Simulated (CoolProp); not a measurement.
Vapour-liquid equilibrium of carbonyl sulfide (1) + propane (2) at 1070 kPa; x and y are mole fractions of (1).

Computed with CoolProp (multi-fluid Helmholtz-energy mixture model, Lemmon 2006 and Lemmon 2009; pair parameters Bell 2016).

```json
[
 {"x": "0.05", "bubble temperature (K)": "301.9", "y at the bubble point": "0.066", "dew temperature at overall composition x (K)": "302.1", "liquid density (mol/L)": "11.21"},
 {"x": "0.2", "bubble temperature (K)": "299.6", "y at the bubble point": "0.244", "dew temperature at overall composition x (K)": "300.2", "liquid density (mol/L)": "11.89"},
 {"x": "0.35", "bubble temperature (K)": "297.8", "y at the bubble point": "0.404", "dew temperature at overall composition x (K)": "298.4", "liquid density (mol/L)": "12.62"},
 {"x": "0.5", "bubble temperature (K)": "296.1", "y at the bubble point": "0.554", "dew temperature at overall composition x (K)": "296.7", "liquid density (mol/L)": "13.43"},
 {"x": "0.65", "bubble temperature (K)": "294.6", "y at the bubble point": "0.697", "dew temperature at overall composition x (K)": "295.1", "liquid density (mol/L)": "14.33"},
 {"x": "0.8", "bubble temperature (K)": "293.1", "y at the bubble point": "0.833", "dew temperature at overall composition x (K)": "293.5", "liquid density (mol/L)": "15.32"},
 {"x": "0.95", "bubble temperature (K)": "291.6", "y at the bubble point": "0.961", "dew temperature at overall composition x (K)": "291.7", "liquid density (mol/L)": "16.43"}
]
```

No azeotrope shows between x = 0.05 and 0.95.

The pair parameters rest on a limited set of measurements; away from them the model extrapolates.
